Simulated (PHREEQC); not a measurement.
Polishing slurry liquid: speciation

Consider water at 30 °C with 0.0068 mol KOH, 5.6e-05 mol K2SO4 and 0.034 mol CuSO4 per kg of water. Closed to the air; pH follows from the charge balance.

Equilibrium calculation in PHREEQC: ion-association model, wateq4f.dat.

Each row changes one thing in this solution. No solid was allowed to form.

```tsv
case	pH	ionic strength (mol/kgw)	SO4-2 (mol/kgw)	Cu+2 (mol/kgw)	CuSO4 (mol/kgw)	K+ (mol/kgw)	SI of Cu(OH)2 (Cu(OH)2)	SI of Chalcanthite (CuSO4:5H2O)
as made	5.81	0.0856	0.0221	0.0157	0.0116	0.00650	+0.99	-1.63
KOH from 0.0068 to 0.00612 mol/kgw	5.78	0.0850	0.0219	0.0161	0.0118	0.00586	[?]	-1.62
K2SO4 replaced by K2CO3 at the same molality	5.82	0.0855	0.0221	0.0156	0.0115	0.00650	+0.99	-1.63
CuSO4 from 0.034 to 0.051 mol/kgw	5.65	0.120	0.0306	0.0242	0.0200	0.00641	[?]	-1.39
0.0024 mol/kgw KHCO3 added	5.86	0.0867	0.0226	0.0146	0.0109	0.00874	[?]	-1.66
```

Q: Complete the blanks.

A: 
- KOH from 0.0068 to 0.00612 mol/kgw, SI of Cu(OH)2 (Cu(OH)2): +0.93
- CuSO4 from 0.034 to 0.051 mol/kgw, SI of Cu(OH)2 (Cu(OH)2): +0.80
- 0.0024 mol/kgw KHCO3 added, SI of Cu(OH)2 (Cu(OH)2): +1.04

Complexes and solids missing from the database can't appear. Some of these states are supersaturated (in Brochantite, Antlerite, Malachite, for instance).
